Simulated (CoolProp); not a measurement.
Vapour-liquid equilibrium of R134a (1) + R1234yf (2) at 61.55 °C; x and y are mole fractions of (1).

Computed with CoolProp (multi-fluid Helmholtz-energy mixture model, Tillner-Roth 1994 and Lemmon 2022; pair parameters Bell 2022).

```tsv
x	bubble pressure, mixture model (kPa)	bubble pressure, Raoult's law (kPa)	y, mixture model	y, Raoult's law
0.05	1717	1702	…	0.051
0.125	1739	1705	0.135	0.128
0.2	1757	1709	0.213	0.204
0.275	1772	1712	0.288	0.280
0.35	1784	1715	0.361	0.356
0.425	1792	1719	0.433	0.431
0.5	1797	1722	…	0.506
0.575	…	1725	0.575	0.581
0.65	1798	1729	0.647	0.656
0.725	1793	1732	0.719	0.730
0.8	1784	1735	0.792	0.804
0.875	1773	1739	0.868	0.878
0.95	1757	1742	0.946	0.951
```

Question: What belongs in the gaps?

Answer: 
- 0.05, y, mixture model: 0.055
- 0.5, y, mixture model: 0.504
- 0.575, bubble pressure, mixture model (kPa): 1799

The largest gap from Raoult's law is +4.4 % in bubble pressure, at x = 0.5. y crosses x between x = 0.575 and 0.65: the model has an azeotrope there.

The pair parameters rest on a limited set of measurements; away from them the model extrapolates.
